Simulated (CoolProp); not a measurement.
Vapour-liquid equilibrium of dimethyl ether (1) + methanol (2) at 0.686 MPa; x and y are mole fractions of (1).

The numbers come from the multi-fluid Helmholtz-energy mixture model, Wu 2011 and de Reuck 1993; pair parameters Bell 2016 in CoolProp.

**Question.** Give the bubble temperature and the first vapour's composition at x = 0.125, 0.2, 0.95. Is there an azeotrope?

**Answer.** x = 0.125: 359.7 K, y = 0.680; x = 0.2: 345.3 K, y = 0.815; x = 0.95: 305.3 K, y = 0.993. No azeotrope shows between x = 0.05 and 0.95.

Pair parameters are fitted to limited data, so mixtures are less certain than the pure fluids.
